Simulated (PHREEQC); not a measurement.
A made-up water analysis in mg/L, 20 °C, pH 8.04, pe 11.6: Na 28.8; K 18.8; Ca 22.1; Mg 0.0637; Cl 43.8; S(6) as SO4 36.9; Alkalinity as HCO3 48; Zn 0.35; Si as SiO2 0.0726; F 0.114; Br 0.69; N(5) as NO3 4.27; Cd 8.08.

Cl is adjusted to close the charge balance.
Valence states are taken as typed.

Model: ion-association model, phreeqc.dat, run in PHREEQC.

Precipitation was switched off in this run.

Problem. Order these Cd species by the share of Cd that they hold, largest first: CdCl+, CdHCO3+, Cd+2, CdOH+, CdSO4.

Solution. Cd+2 (84 %), CdCl+ (8.2 %), CdSO4 (5.0 %), CdHCO3+ (1.6 %), CdOH+ (0.43 %)

The pH is 8.04 and the ionic strength 0.00388 mol/kgw. Examples of supersaturated solids here: Otavite. Others may be too. SiF6-2 is the database's only silicon fluoride. The database's zinc carbonate complexes are estimates, stronger than later reviews accept.
